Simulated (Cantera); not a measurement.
Adiabatic ignition

An adiabatic, constant-pressure homogeneous reactor starts with 10.8 % CH4, 18.0 % O2, 67.6 % N2, 3.56 % CO2, equivalence ratio 1.2, at 1075 K and 140000 Pa.

Detailed kinetics in Cantera: GRI-Mech 3.0 (53 species, 325 reactions).

| t (s) | T (K) | x CH4 | x O2 | x CO2 | x NO | x H |
|---|---|---|---|---|---|---|
| 1.00e-6 | 1075 | 0.108 | 0.180 | 0.0356 | <1e-12 | <1e-12 |
| 4.27e-6 | 1075 | 0.108 | 0.180 | 0.0356 | <1e-12 | <1e-12 |
| 1.82e-5 | 1075 | 0.108 | 0.180 | 0.0356 | <1e-12 | <1e-12 |
| 7.77e-5 | 1075 | 0.108 | 0.180 | 0.0356 | <1e-12 | <1e-12 |
| 0.000331 | 1075 | 0.108 | 0.180 | 0.0356 | <1e-12 | 2.17e-12 |
| 0.00141 | 1075 | 0.108 | 0.180 | 0.0356 | <1e-12 | 1.60e-11 |
| 0.00603 | 1075 | 0.108 | 0.180 | 0.0356 | <1e-12 | 1.45e-10 |
| 0.0257 | 1075 | 0.108 | 0.180 | 0.0356 | <1e-12 | 2.93e-10 |
| 0.110 | 1077 | 0.107 | 0.180 | 0.0356 | <1e-12 | 1.79e-9 |
| 0.469 | 2541 | <1e-12 | 0.00283 | 0.0793 | 0.00260 | 0.00369 |
| 2.00 | 2541 | <1e-12 | 0.00283 | 0.0793 | 0.00260 | 0.00369 |
x: mole fraction; the columns are a selection and need not sum to one.

```json
{
 "time_of_steepest_temperature_rise": "0.259 s",
 "temperature at 2.00 s": "2541 K",
 "equilibrium_temperature": "2541 K",
 "x(CH4) at 2.00 s": "<1e-12 (gas-phase equilibrium <1e-12)",
 "x(O2) at 2.00 s": "0.00283 (gas-phase equilibrium 0.00283)",
 "x(CO2) at 2.00 s": "0.0793 (gas-phase equilibrium 0.0793)"
}
```
